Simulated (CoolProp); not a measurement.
A simple Rankine cycle with propane: condensing at 300.15 K, boiler at 2.77 MPa, turbine inlet 496.8 K, turbine efficiency 0.9, pump efficiency 0.7, no recuperator. Each further row changes one setting.

Computed with CoolProp (reference Helmholtz-energy equation of state, Lemmon 2009).

```
case                             thermal efficiency (%)  net work (kJ/kg)  heat in (kJ/kg)  turbine exit temperature (K)  volume ratio over the turbine
-------------------------------  ----------------------  ----------------  ---------------  ----------------------------  -----------------------------
as stated                                           9.6              72.0              747                         458.4                           2.67
turbine inlet 516.8 K                               9.5              76.0              800                         478.5                           2.66
condensing temperature 292.15 K                    11.3              86.8              768                         451.1                           3.25
boiler pressure 1.94 MPa                            6.5              49.0              758                         472.4                           1.89
turbine efficiency 0.8                              8.5              63.4              747                         461.9                           2.69
```
